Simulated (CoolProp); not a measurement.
The fluid at 293.15 K and 0.568 MPa is compressed adiabatically to 3.43 MPa with isentropic efficiency 0.6. The same conditions are run with several fluids, on thermodynamics alone (safety and materials aside).

Model: reference Helmholtz-energy equation of state of each fluid (R115: Lemmon 2016; R125: Lemmon 2005; R13: Platzer 1990; normal hydrogen: Leachman 2009; ethane: Bücker 2006), in CoolProp. The equations of Platzer and Polt are older, rougher fits.

| fluid | work (kJ/kg) | final temperature (K) | final phase | final density (kg/m³) |
|---|---|---|---|---|
| R115 | 37.4 | … | supercritical | 288 |
| R125 | … | 379.2 | gas | … |
| R13 | … | … | gas | 118 |
| normal hydrogen | … | … | supercritical | 1.32 |
| ethane | … | 433.3 | gas | 30.9 |

Task: What belongs in the gaps?

Result: 
- R115, final temperature (K): 374.8
- R125, work (kJ/kg): 54.2
- R125, final density (kg/m³): 174
- R13, work (kJ/kg): 71.3
- R13, final temperature (K): 408.7
- normal hydrogen, work (kJ/kg): 4780
- normal hydrogen, final temperature (K): 621.2
- ethane, work (kJ/kg): 261
